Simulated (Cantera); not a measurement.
Feed: 1 mol PbO, 2.1 mol CO, 0.1 mol N2, held at 2.90 bar.

Method: chemical equilibrium by Gibbs-energy minimisation in Cantera with the NASA 1993 tables (ideal gas, pure condensed phases). Candidate condensed phases: C, Pb, PbO, PbO2, Pb3O4; 27 gas species. Kinetics and transport are ignored.

**Question.** Which condensed phases are stable at each of these points (T (K)): 950, 1050, 1150, 1250, 1350, 1450, 1550?

**Answer.** 
| T (K) | condensed phases | Pb condensed (%) |
|---|---|---|
| 950 | C(graphite) + Pb(l) | 100.0 |
| 1050 | Pb(l) | 100.0 |
| 1150 | Pb(l) | 100.0 |
| 1250 | Pb(l) | 99.9 |
| 1350 | Pb(l) | 99.6 |
| 1450 | Pb(l) | 98.9 |
| 1550 | Pb(l) | 97.0 |

At 950 K the condensed part is C(graphite) + Pb(l). From 1050 K to 1550 K the condensed part is Pb(l).
